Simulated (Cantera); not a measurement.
What does this Cantera script print?

```python
import numpy as np
import cantera as ct

gas = ct.Solution("gri30.yaml")
gas.TPX = 1473, 2666, {'H2': 0.016, 'O2': 1, 'N2': 0.18}
inlet = ct.Reservoir(gas, clone=True)

reactor = ct.IdealGasConstPressureReactor(gas, energy="off", clone=False)
exhaust = ct.Reservoir(gas, clone=True)
tau = [2.1, 0.91, 0.4, 0.18, 0.079, 0.035, 0.016, 0.0069, 0.0031, 0.0014][0]
for a, b in ((inlet, reactor), (reactor, exhaust)):
    ct.MassFlowController(a, b, mdot=lambda t: reactor.mass / tau)
net = ct.ReactorNet([reactor])
show = ['H2', 'O2', 'H', 'NO2', 'OH', 'O']

rows = []
print(f"{'tau/s':>10s}{'T/K':>9s}" + "".join(f"{s:>11s}" for s in show))
for tau in [2.1, 0.91, 0.4, 0.18, 0.079, 0.035, 0.016, 0.0069, 0.0031, 0.0014]:
    net.initial_time = 0.0
    net.advance(30 * tau)
    before = gas.X
    net.advance(40 * tau)
    drift = np.max(np.abs(gas.X - before) / (gas.X + 1e-9))
    rows.append([gas.T, *gas[show].X, drift])
    print(f"{tau:10.3e}{gas.T:9.1f}" + "".join(f"{x:11.3e}" for x in gas[show].X))
```

It prints:

```
     tau/s      T/K         H2         O2          H        NO2         OH          O
 2.100e+00   1473.0  1.583e-05  8.334e-01  2.189e-05  6.586e-11  7.321e-04  1.379e-03
 9.100e-01   1473.0  2.573e-05  8.325e-01  4.620e-05  4.166e-11  9.367e-04  2.271e-03
 4.000e-01   1473.0  4.061e-05  8.312e-01  9.064e-05  2.625e-11  1.169e-03  3.561e-03
 1.800e-01   1473.0  6.187e-05  8.295e-01  1.601e-04  1.649e-11  1.411e-03  5.199e-03
 7.900e-02   1473.0  9.410e-05  8.277e-01  2.555e-04  9.781e-12  1.650e-03  7.068e-03
 3.500e-02   1473.0  1.448e-04  8.261e-01  3.554e-04  5.373e-12  1.855e-03  8.695e-03
 1.600e-02   1473.0  2.326e-04  8.250e-01  4.392e-04  2.732e-12  2.030e-03  9.737e-03
 6.900e-03   1473.0  4.244e-04  8.245e-01  5.150e-04  1.189e-12  2.235e-03  1.019e-02
 3.100e-03   1473.0  8.080e-04  8.245e-01  5.827e-04  4.953e-13  2.497e-03  1.001e-02
 1.400e-03   1473.0  1.584e-03  8.252e-01  6.425e-04  1.906e-13  2.823e-03  9.201e-03
```

Computed with Cantera and GRI-Mech 3.0 (53 species, 325 reactions). Radical loss at walls, strong at low pressure, is not modelled.
